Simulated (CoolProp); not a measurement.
Properties of toluene along the isobar 8.33 MPa.

Computed with CoolProp (reference Helmholtz-energy equation of state, Lemmon 2006). It is a short technical equation, of lower accuracy than the large ones.

| T (K) | phase | cp (kJ/(kg K)) | cv (kJ/(kg K)) | Joule-Thomson coefficient (K/MPa) | isothermal compressibility (1/MPa) |
|---|---|---|---|---|---|
| 480.2 | liquid | 2.336 | 1.826 | -0.1216 | 0.003831 |
| 495.7 | liquid | 2.396 | 1.871 | -0.06494 | 0.004586 |
| 511.2 | liquid | ? | ? | 0.003542 | 0.005574 |
| 526.8 | liquid | 2.526 | 1.959 | 0.08894 | 0.006909 |
| 542.3 | liquid | 2.597 | ? | ? | 0.008744 |
| 557.8 | liquid | ? | 2.045 | 0.3378 | 0.01136 |
| 573.3 | liquid | 2.761 | 2.087 | ? | 0.01525 |
| 588.8 | liquid | 2.861 | 2.130 | 0.7929 | 0.02127 |
| 604.3 | supercritical | 2.981 | 2.174 | 1.177 | 0.03107 |

Complete the blanks.


- 511.2, cp (kJ/(kg K)): 2.459
- 511.2, cv (kJ/(kg K)): 1.915
- 542.3, cv (kJ/(kg K)): 2.002
- 542.3, Joule-Thomson coefficient (K/MPa): 0.1968
- 557.8, cp (kJ/(kg K)): 2.674
- 573.3, Joule-Thomson coefficient (K/MPa): 0.5278
